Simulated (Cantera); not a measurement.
A perfectly stirred reactor is fed with CH3OH : O2 : N2 = 1 : 1.83 : 6.88 (molar parts), equivalence ratio 0.82, at 10.0 bar; it is adiabatic with a 800 K inlet, and is followed from long to short residence time, starting on the burning branch (τ in s: 0.43, 0.17, 0.065, 0.025, 0.0096, 0.0037, 0.0014, 0.00055, 0.00021, 8.2e-05, 3.2e-05, 1.2e-05).

Cantera simulation using GRI-Mech 3.0 (53 species, 325 reactions); the numbers are that mechanism's predictions, not measurements. GRI-Mech 3.0 was tuned for natural gas; its chemistry of methanol as a main component is partial and can be far from experiment.

Q: What does this change do: pressure from 10.0 bar to 2.90 bar?

A: 
```csv
quantity,before,after
"blow-out, bracketed by the residence times tried","burning at 12.0 µs, the shortest tried","burning at 32.0 µs, out at 12.0 µs"
x(CH3OH) at τ = 0.430 s,1.82e-8,4.74e-8
x(O2) at τ = 0.430 s,0.0299,0.0310
x(HCN) at τ = 0.430 s,2.51e-9,4.14e-9
x(CH4) at τ = 0.430 s,1.76e-9,2.81e-9
x(NO2) at τ = 0.430 s,7.66e-6,4.06e-6
x(CH3OH) at τ = 1.40 ms,4.80e-6,9.92e-6
x(O2) at τ = 1.40 ms,0.0333,0.0360
x(HCN) at τ = 1.40 ms,8.57e-8,4.96e-8
x(CH4) at τ = 1.40 ms,3.42e-7,2.58e-7
x(NO2) at τ = 1.40 ms,1.26e-6,3.36e-7
```

Q: What does this change do: inlet temperature 800 to 750 K?

A: 
```
quantity                                                                          before                                   after
------------------------------------------------  --------------------------------------  --------------------------------------
blow-out, bracketed by the residence times tried  burning at 12.0 µs, the shortest tried  burning at 12.0 µs, the shortest tried
x(CH3OH) at τ = 0.430 s                                                          1.82e-8                                 2.12e-8
x(O2) at τ = 0.430 s                                                              0.0299                                  0.0299
x(HCN) at τ = 0.430 s                                                            2.51e-9                                 2.79e-9
x(CH4) at τ = 0.430 s                                                            1.76e-9                                 2.05e-9
x(NO2) at τ = 0.430 s                                                            7.66e-6                                 7.42e-6
x(CH3OH) at τ = 1.40 ms                                                          4.80e-6                                 5.47e-6
x(O2) at τ = 1.40 ms                                                              0.0333                                  0.0332
x(HCN) at τ = 1.40 ms                                                            8.57e-8                                 7.25e-8
x(CH4) at τ = 1.40 ms                                                            3.42e-7                                 3.69e-7
x(NO2) at τ = 1.40 ms                                                            1.26e-6                                 9.89e-7
```
